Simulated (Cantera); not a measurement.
An isothermal, constant-pressure homogeneous reactor starts with CH₂O : O₂ : N₂ = 0.0055 : 0.0028 : 1 (molar parts), at 1550 K and 465 Torr. Integrator tolerance rtol = 1e-08.

Model: GRI-Mech 3.0 (53 species, 325 reactions), integrated in Cantera.

Task: What does this change do: 0.015 parts CH4 added?

Result: 
| quantity | before | after |
|---|---|---|
| x(CH₂O) at 70.0 s | 1.79e-12 (gas-phase equilibrium 1.79e-12) | 3.61e-10 (gas-phase equilibrium 8.39e-11) |
| x(O₂) at 70.0 s | 6.63e-11 (gas-phase equilibrium 6.45e-11) | <1e-12 (gas-phase equilibrium <1e-12) |
| x(C₂H₆) at 70.0 s | <1e-12 (gas-phase equilibrium <1e-12) | 1.21e-8 (gas-phase equilibrium 9.59e-11) |
| x(H) at 70.0 s | 1.82e-6 (gas-phase equilibrium 1.80e-6) | 6.79e-6 (gas-phase equilibrium 6.90e-6) |
| x(CO₂) at 70.0 s | 0.00209 (gas-phase equilibrium 0.00209) | 9.89e-5 (gas-phase equilibrium 1.23e-9) |
| x(O) at 70.0 s | 8.27e-11 (gas-phase equilibrium 8.03e-11) | <1e-12 (gas-phase equilibrium <1e-12) |
| x(CO) at 70.0 s | 0.00335 (gas-phase equilibrium 0.00335) | 0.00963 (gas-phase equilibrium 0.0106) |
GRI-Mech 3.0 stops at C3 and has no aromatics, soot or wall deposition, so with more carbon than oxygen in the feed, carbon stays in small species such as C2H2 where larger ones or solid carbon would form.

Task: What does this change do: 0.023 parts CH4 added?

Result: 
```json
[
 {"quantity": "x(CH₂O) at 70.0 s", "before": "1.79e-12 (gas-phase equilibrium 1.79e-12)", "after": "2.17e-10 (gas-phase equilibrium 1.13e-10)"},
 {"quantity": "x(O₂) at 70.0 s", "before": "6.63e-11 (gas-phase equilibrium 6.45e-11)", "after": "<1e-12 (gas-phase equilibrium <1e-12)"},
 {"quantity": "x(C₂H₆) at 70.0 s", "before": "<1e-12 (gas-phase equilibrium <1e-12)", "after": "1.37e-8 (gas-phase equilibrium 5.50e-10)"},
 {"quantity": "x(H) at 70.0 s", "before": "1.82e-6 (gas-phase equilibrium 1.80e-6)", "after": "7.99e-6 (gas-phase equilibrium 8.07e-6)"},
 {"quantity": "x(CO₂) at 70.0 s", "before": "0.00209 (gas-phase equilibrium 0.00209)", "after": "4.15e-5 (gas-phase equilibrium 7.95e-10)"},
 {"quantity": "x(O) at 70.0 s", "before": "8.27e-11 (gas-phase equilibrium 8.03e-11)", "after": "<1e-12 (gas-phase equilibrium <1e-12)"},
 {"quantity": "x(CO) at 70.0 s", "before": "0.00335 (gas-phase equilibrium 0.00335)", "after": "0.00992 (gas-phase equilibrium 0.0104)"}
]
```
GRI-Mech 3.0 stops at C3 and has no aromatics, soot or wall deposition, so with more carbon than oxygen in the feed, carbon stays in small species such as C2H2 where larger ones or solid carbon would form.
